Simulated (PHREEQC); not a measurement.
PHREEQC input (ion-association model, phreeqc.dat):

```
SOLUTION_MASTER_SPECIES
  Amm  AmmH+  0  AmmH  17.031  # ammonia with no redox link, constants of NH4+
SOLUTION_SPECIES
  AmmH+ = AmmH+
    -log_k 0
    -gamma 2.5 0
    -dw 1.98e-9
  AmmH+ = Amm + H+
    -log_k -9.252
    -delta_h 12.48 kcal
    -analytic 0.6322 -0.001225 -2835.76
    -dw 2.28e-9
  AmmH+ + SO4-2 = AmmHSO4-
    -log_k 1.11
PHASES
  Amm(g)
    Amm = Amm
    -log_k 1.7966
    -analytic -18.758 3.3670e-4 2.5113e3 4.8619 39.192
    -T_c 405.6
    -P_c 111.3
    -Omega 0.25
EXCHANGE_SPECIES
  AmmH+ + X- = AmmHX
    -log_k 0.6
    -gamma 2.5 0
    -delta_h -2.4
SOLUTION 1
  temp 25
  units mol/kgw
  pH 7 charge
  F 0.0831
  Amm 0.0083
  Si 0.0073
SOLUTION 2
  temp 25
  units mol/kgw
  pH 7 charge
  F 0.27016
  Amm 0.01672
  Si 0.00086
END
SELECTED_OUTPUT 1
  -reset false
  -pH true
  -pe true
  -ionic_strength true
  -water true
  -totals Amm F Si
  -molalities H+ H4SiO4 F- OH- O2 HF HF2- H3SiO4- H2SiO4-2 SiF6-2
    AmmH+ Amm
  -equilibrium_phases SiO2(a)
PRINT
  -reset false
MIX 1
  1 1
  2 0
EQUILIBRIUM_PHASES 1
  SiO2(a) 0 0
  O2(g) -0.68 10
END
# ... the last block is repeated for the other 10 points of share of solution B
```

Selected output (columns that matter, 11 of 11 rows; share of solution B added in front):

```
share of solution B	pH	mu	Amm	F	Si	m_H+	m_F-	m_OH-	m_HF	m_HF2-	m_SiF6-2
0	2.0594	0.025507	0.0083	0.0831	0.0073	0.0099072	0.0031773	1.3582e-12	0.035263	0.00042996	0.0073
0.1	2.0524	0.025872	0.009142	0.10181	0.006656	0.010074	0.0048761	1.3373e-12	0.054938	0.001028	0.006656
0.2	2.042	0.026322	0.009984	0.12051	0.006012	0.010326	0.0064477	1.3066e-12	0.074315	0.0018388	0.006012
0.3	2.0296	0.026827	0.010826	0.13922	0.005368	0.010633	0.0078924	1.2712e-12	0.093457	0.0028305	0.005368
0.4	2.0162	0.027367	0.011668	0.15792	0.004724	0.010975	0.0092186	1.2338e-12	0.11241	0.0039765	0.004724
0.5	2.0024	0.027932	0.01251	0.17663	0.00408	0.011342	0.010437	1.1962e-12	0.1312	0.0052549	0.00408
0.6	1.9883	0.028515	0.013352	0.19534	0.003436	0.011727	0.011559	1.1593e-12	0.14987	0.0066476	0.003436
0.7	1.9742	0.029111	0.014194	0.21404	0.002792	0.012125	0.012595	1.1234e-12	0.16842	0.0081398	0.002792
0.8	1.9602	0.029717	0.015036	0.23275	0.002148	0.012533	0.013554	1.089e-12	0.18687	0.009719	0.002148
0.9	1.9464	0.030331	0.015878	0.25145	0.001504	0.012949	0.014444	1.0561e-12	0.20524	0.011375	0.001504
1	1.9328	0.030951	0.01672	0.27016	0.00086	0.013371	0.015272	1.0248e-12	0.22353	0.013099	0.00086
```

Complexes and solids missing from the database can't appear. SiF6-2 is the database's only silicon fluoride.
